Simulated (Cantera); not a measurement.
A Cantera script and what it prints.

```python
import numpy as np
import cantera as ct

gas_names = """
    B BN BO BO2 B2 B2O B2O2 B2O3 N NO NO2 NO3 N2 N2O O O2 O3
""".split()
cond_names = """
    B(b) B(L) BN(s) B2O3(L)
""".split()


# ... load() reads the species with a 1 bar reference pressure and builds the phases ...
atoms = {
    'BN': {'B': 1, 'N': 1},
    'O2': {'O': 2},
}
top_T = {'BN(s)': 3200}  # K; cautious upper limits of use, not melting points


# ... equilibrate(T, P, feed) seeds the gas with the atoms and calls Mixture.equilibrate('TP', solver="vcs", rtol=1e-11, max_steps=5000) ...
results = []
T = 1073  # K
P = 133.322  # Pa
for m in [0.13, 0.26, 0.51, 0.99, 1.9, 3.8, 7.3]:
    feed = {'BN': 1, 'O2': m}  # mol
    mix = equilibrate(T, P, feed)
    results.append((T, P, feed, dict(zip(mix.species_names, mix.species_moles))))

top = {s: max(r[3][s] / sum(r[3][g] for g in gas_names) for r in results) for s in gas_names}
cols = sorted((s for s in top if top[s] > 0.001), key=lambda s: -top[s])[:5]
seen = [c for c in cond_names if any(r[3].get(c, 0) > 1e-12 for r in results)]
print("log10 of partial pressures in bar; condensed amounts in mol")
print(f"{'n(O2)':>10s}" + "".join(f"{s[:9]:>10s}" for s in cols + seen))
for T, P, feed, n in results:
    ng = sum(n[g] for g in gas_names)
    print(f"{feed['O2']:10.4g}" + "".join(f"{np.log10(max(n[s] / ng * P / 1e5, 1e-99)):10.3f}" for s in cols)
          + "".join(f"{n.get(c, 0):10.4g}" for c in seen))
```

Output:

```
log10 of partial pressures in bar; condensed amounts in mol
     n(O2)        N2        O2     BN(s)   B2O3(L)
      0.13    -2.875   -24.322    0.8267   0.08667
      0.26    -2.875   -24.322    0.6533    0.1733
      0.51    -2.875   -24.322      0.32      0.34
      0.99    -3.045    -3.364         0       0.5
       1.9    -3.394    -3.032         0       0.5
       3.8    -3.726    -2.941         0       0.5
       7.3    -4.024    -2.907         0       0.5
```

Cantera equilibrium calculation (NASA polynomials, part measured and part estimated; ideal gas, pure solids and liquids). Mutual solubility and eutectic melting of coexisting phases are not modelled.
